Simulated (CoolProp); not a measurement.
cis-2-butene at several states: density (kg/m³) from the reference equation and from simpler models built on Tc = 435.8 K, pc = 42.36 bar, ω = 0.202; each cubic takes its own stable root.

Model: reference Helmholtz-energy equation of state, Lemmon 2005, in CoolProp. It is a short technical equation, of lower accuracy than the large ones.

```tsv
T (K)	p (bar)	phase	reference	van der Waals	Redlich-Kwong	Peng-Robinson
172	3.21	liquid	751.0	?	?	763.8
520.2	49	supercritical	?	?	85.49	85.26
266.1	81.9	liquid	660.6	?	?	692.3
289	0.105	gas	0.2460	0.2456	0.2458	0.2459
473.9	87.3	supercritical	?	269.3	296.4	?
```

**Question.** Fill in the missing entries.

**Answer.** 
- 172, van der Waals: 454.1
- 172, Redlich-Kwong: 676.7
- 520.2, reference: 84.07
- 520.2, van der Waals: 87.10
- 266.1, van der Waals: 417.6
- 266.1, Redlich-Kwong: 603.6
- 473.9, reference: 327.3
- 473.9, Peng-Robinson: 303.8
